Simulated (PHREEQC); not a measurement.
3.7 g of hydrous ferric oxide (600 m²/g; 0.2 weak and 0.005 strong sites per Fe, Dzombak-Morel constants, diffuse double layer) in 1 kg of water with 0.001 mol/kgw of an inert sodium salt and 0.071 mmol/kgw Na2SeO4, at 25 °C; the pH is set by adding NaOH or the inert anion's acid. Oxygen is held at 0.21 atm. The system is closed to CO2. No solid was allowed to form.

The series has 13 steps of pH, from 4 to 10.

All values are PHREEQC results (ion-association model, wateq4f.dat), not measurements.

Near which pH is half of the Se sorbed, and on which side is more sorbed?

Near pH 7.3, with more sorbed at lower pH.
